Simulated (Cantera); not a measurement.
Input (Python, Cantera) and output of one run.

```python
import numpy as np
import cantera as ct

gas_names = [...]  # 77 gases of nasa_gas.yaml made of C, H, Ta
cond_names = """
    C(gr) C6H6(L) C7H8(L) C8H18(L),n-octa Ta(cr) Ta(L) TaC(s) TaC(L)
""".split()


# ... load() reads the species with a 1 bar reference pressure and builds the phases ...
atoms = {
    'Ta': {'Ta': 1},
    'CH4': {'C': 1, 'H': 4},
    'H2': {'H': 2},
}
top_T = {'C(gr)': 4500}  # K; cautious upper limits of use, not melting points


# ... equilibrate(T, P, feed) seeds the gas with the atoms and calls Mixture.equilibrate('TP', solver="vcs", rtol=1e-11, max_steps=5000) ...
results = []
feed = {'Ta': 1, 'CH4': 0.18, 'H2': 250}  # mol
T = 2848  # K
P = 9.7  # Pa
mix = equilibrate(T, P, feed)
results.append((T, P, feed, dict(zip(mix.species_names, mix.species_moles))))
print(gas.report(threshold=1e-05))
for i in range(1, mix.n_phases):
    print(f"{mix.phase(i).name:16s} {mix.phase_moles(i):12.5e} mol")
```

Result:

```
       temperature   2848 K
          pressure   9.7 Pa
           density   4.9756e-07 kg/m^3
  mean mol. weight   1.2146 kg/kmol
   phase of matter   gas

                          1 kg             1 kmol
                     ---------------   ---------------
          enthalpy        2.2218e+08        2.6987e+08  J
   internal energy        2.0269e+08        2.4619e+08  J
           entropy         1.972e+05        2.3953e+05  J/K
    Gibbs function       -3.3945e+08        -4.123e+08  J
 heat capacity c_p             17259             20964  J/K
 heat capacity c_v             10414             12649  J/K

                      mass frac. Y      mole frac. X     chem. pot. / RT
                     ---------------   ---------------   ---------------
                 C         0.0029556         0.0002989           -9.5147
                 H           0.82031           0.98847           -17.247
                H2          0.016856          0.010156           -34.494
                Ta           0.15987         0.0010731           -9.4772
     [  +73 minor]        1.0809e-05        6.1936e-07

C(gr)             0.00000e+00 mol
Ta(cr)            4.36238e-01 mol
TaC(s)            3.11065e-02 mol
```

Cantera equilibrium calculation (NASA polynomials, part measured and part estimated; ideal gas, pure solids and liquids). Mutual solubility and eutectic melting of coexisting phases are not modelled. TaC: taken at fixed stoichiometry. Condensed phases not in the tables: Ta2C, N, O or C dissolved in the metal.
